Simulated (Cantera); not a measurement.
# Gas-phase reforming

A perfectly stirred reactor is fed with CH₄ : CO₂ : H₂ = 1 : 0.6 : 0.076 (molar parts), at 6.20 bar; it is held at 1750 K, and followed from long to short residence time.

Detailed kinetics in Cantera: GRI-Mech 3.0 (53 species, 325 reactions). GRI-Mech 3.0 stops at C3 and has no aromatics, soot or wall deposition, so with more carbon than oxygen in the feed, carbon stays in small species such as C2H2 where larger ones or solid carbon would form.

```tsv
τ (s)	x CH₄	x CO₂	x H₂	x C₂H₂	x OH	x C₂H₆	x CH₂
0.34	0.0552	0.0160	0.454	0.0783	5.71e-7	4.49e-5	3.57e-8
0.23	0.0587	0.0196	0.438	0.0859	6.89e-7	5.02e-5	4.17e-8
0.15	0.0635	0.0244	0.420	0.0944	8.26e-7	5.79e-5	4.96e-8
0.10	0.0695	0.0298	0.401	0.102	9.58e-7	6.79e-5	5.83e-8
0.068	0.0768	0.0362	0.383	0.110	1.08e-6	8.13e-5	6.75e-8
0.046	0.0863	0.0444	0.365	0.116	1.19e-6	0.000101	7.72e-8
0.031	0.0988	0.0551	0.347	0.120	1.27e-6	0.000129	8.69e-8
0.020	0.117	0.0708	0.329	0.123	1.31e-6	0.000176	9.65e-8
0.014	0.136	0.0876	0.315	0.122	1.30e-6	0.000231	1.03e-7
0.0092	0.163	0.112	0.301	0.119	1.23e-6	0.000323	1.08e-7
```
x: mole fraction; the columns are a selection and need not sum to one.
